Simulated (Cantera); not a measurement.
## Fe₂O₃ + SO₃ + H₂O (roasting and sulfation)

A closed system holds: 1 mol Fe₂O₃, 0.43 mol SO₃, 0.26 mol H₂O, at 0.100 bar.

These are equilibrium values from Cantera (NASA tables, ideal gas, pure condensed phases), not measurements of a reactor. Candidate condensed phases: Fe, FeO, Fe(OH)₂, Fe(OH)₃, FeS, FeSO₄, FeS₂, Fe₂O₃, Fe₂(SO₄)₃, Fe₃O₄, H₂O, H₂SO₄, S; 22 gas species. Mutual solubility and eutectic melting of coexisting phases are not modelled. The numbers say what is thermodynamically allowed, not how fast it happens.

```json
[
 {"T (K)": "1525", "log p SO₂": "-1.32", "log p O₂": "-1.63", "log p H₂O": "-1.54", "log p SO₃": "-3.62", "log p OH": "-4.52", "n Fe₂O₃(s)": "1.00", "n Fe₃O₄(s)": "0"},
 {"T (K)": "1550", "log p SO₂": "-1.32", "log p O₂": "-1.63", "log p H₂O": "-1.54", "log p SO₃": "-3.67", "log p OH": "-4.43", "n Fe₂O₃(s)": "1.00", "n Fe₃O₄(s)": "0"},
 {"T (K)": "1575", "log p SO₂": "-1.37", "log p O₂": "-1.50", "log p H₂O": "-1.59", "log p SO₃": "-3.71", "log p OH": "-4.34", "n Fe₂O₃(s)": "0.382", "n Fe₃O₄(s)": "0.412"},
 {"T (K)": "1600", "log p SO₂": "-1.40", "log p O₂": "-1.45", "log p H₂O": "-1.62", "log p SO₃": "-3.76", "log p OH": "-4.25", "n Fe₂O₃(s)": "0", "n Fe₃O₄(s)": "0.667"},
 {"T (K)": "1625", "log p SO₂": "-1.40", "log p O₂": "-1.45", "log p H₂O": "-1.62", "log p SO₃": "-3.81", "log p OH": "-4.17", "n Fe₂O₃(s)": "0", "n Fe₃O₄(s)": "0.667"},
 {"T (K)": "1650", "log p SO₂": "-1.40", "log p O₂": "-1.45", "log p H₂O": "-1.62", "log p SO₃": "-3.85", "log p OH": "-4.09", "n Fe₂O₃(s)": "0", "n Fe₃O₄(s)": "0.667"},
 {"T (K)": "1675", "log p SO₂": "-1.40", "log p O₂": "-1.45", "log p H₂O": "-1.62", "log p SO₃": "-3.90", "log p OH": "-4.01", "n Fe₂O₃(s)": "0", "n Fe₃O₄(s)": "0.667"},
 {"T (K)": "1700", "log p SO₂": "-1.40", "log p O₂": "-1.45", "log p H₂O": "-1.62", "log p SO₃": "-3.94", "log p OH": "-3.94", "n Fe₂O₃(s)": "0", "n Fe₃O₄(s)": "0.667"},
 {"T (K)": "1725", "log p SO₂": "-1.40", "log p O₂": "-1.45", "log p H₂O": "-1.62", "log p SO₃": "-3.98", "log p OH": "-3.87", "n Fe₂O₃(s)": "0", "n Fe₃O₄(s)": "0.667"},
 {"T (K)": "1750", "log p SO₂": "-1.40", "log p O₂": "-1.45", "log p H₂O": "-1.62", "log p SO₃": "-4.02", "log p OH": "-3.80", "n Fe₂O₃(s)": "0", "n Fe₃O₄(s)": "0.667"},
 {"T (K)": "1775", "log p SO₂": "-1.40", "log p O₂": "-1.45", "log p H₂O": "-1.62", "log p SO₃": "-4.06", "log p OH": "-3.73", "n Fe₂O₃(s)": "0", "n Fe₃O₄(s)": "0.667"}
]
```
log p: log10 of the partial pressure in bar; n: condensed amount in mol.

From 1525 K to 1550 K the condensed part is Fe₂O₃(s). At 1575 K the condensed part is Fe₂O₃(s) + Fe₃O₄(s). From 1600 K to 1775 K the condensed part is Fe₃O₄(s). The main Fe-bearing gas is Fe(OH)₂ throughout.
